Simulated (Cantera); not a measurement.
**Ammonia decomposition in nitride growth gas**

An isothermal, constant-pressure homogeneous reactor starts with NH₃ : H₂ = 0.54 : 2.5 (molar parts), at 1850 K and 180000 Pa.

Cantera simulation using the gas-phase N/H chemistry of the illustrative SiF4/NH3 mechanism in the Surface Chemkin manual (1991); the numbers are that mechanism's predictions, not measurements. Walls and surfaces, which speed up NH3 decomposition in real reactors, are not modelled.

```json
[
 {"t (s)": "1.00e-5", "x NH₃": "0.178", "x H₂": "0.822", "x NH": "1.68e-9", "x H": "7.45e-6", "x N₂H₂": "8.06e-11", "x NH₂": "4.42e-6", "x N₂": "1.44e-11"},
 {"t (s)": "3.51e-5", "x NH₃": "0.178", "x H₂": "0.822", "x NH": "2.11e-8", "x H": "2.61e-5", "x N₂H₂": "1.19e-9", "x NH₂": "1.55e-5", "x N₂": "4.96e-9"},
 {"t (s)": "0.000123", "x NH₃": "0.178", "x H₂": "0.822", "x NH": "2.45e-7", "x H": "8.88e-5", "x N₂H₂": "1.78e-8", "x NH₂": "5.25e-5", "x N₂": "7.94e-7"},
 {"t (s)": "0.000433", "x NH₃": "0.177", "x H₂": "0.822", "x NH": "1.48e-6", "x H": "0.000219", "x N₂H₂": "1.51e-7", "x NH₂": "0.000130", "x N₂": "3.86e-5"},
 {"t (s)": "0.00152", "x NH₃": "0.177", "x H₂": "0.823", "x NH": "1.90e-6", "x H": "0.000249", "x N₂H₂": "2.04e-7", "x NH₂": "0.000146", "x N₂": "0.000360"},
 {"t (s)": "0.00534", "x NH₃": "0.174", "x H₂": "0.824", "x NH": "1.88e-6", "x H": "0.000250", "x N₂H₂": "1.99e-7", "x NH₂": "0.000145", "x N₂": "0.00152"},
 {"t (s)": "0.0187", "x NH₃": "0.165", "x H₂": "0.829", "x NH": "1.83e-6", "x H": "0.000255", "x N₂H₂": "1.83e-7", "x NH₂": "0.000139", "x N₂": "0.00537"},
 {"t (s)": "0.0658", "x NH₃": "0.138", "x H₂": "0.845", "x NH": "1.65e-6", "x H": "0.000269", "x N₂H₂": "1.39e-7", "x NH₂": "0.000120", "x N₂": "0.0166"},
 {"t (s)": "0.231", "x NH₃": "0.0841", "x H₂": "0.876", "x NH": "1.19e-6", "x H": "0.000303", "x N₂H₂": "6.19e-8", "x NH₂": "7.98e-5", "x N₂": "0.0397"},
 {"t (s)": "0.811", "x NH₃": "0.0305", "x H₂": "0.907", "x NH": "5.49e-7", "x H": "0.000353", "x N₂H₂": "1.07e-8", "x NH₂": "3.25e-5", "x N₂": "0.0624"},
 {"t (s)": "2.85", "x NH₃": "0.00816", "x H₂": "0.920", "x NH": "1.67e-7", "x H": "0.000381", "x N₂H₂": "8.83e-10", "x NH₂": "9.25e-6", "x N₂": "0.0719"},
 {"t (s)": "10.0", "x NH₃": "0.00217", "x H₂": "0.923", "x NH": "4.56e-8", "x H": "0.000387", "x N₂H₂": "6.47e-11", "x NH₂": "2.50e-6", "x N₂": "0.0745"}
]
```
x: mole fraction; the columns are a selection and need not sum to one.

Equilibrium at this temperature and pressure: NH₃ 1.15e-5, H₂ 0.924, NH 2.42e-10, H 0.000389, N₂H₂ <1e-12, NH₂ 1.32e-8, N₂ 0.0754 (gas phase only).
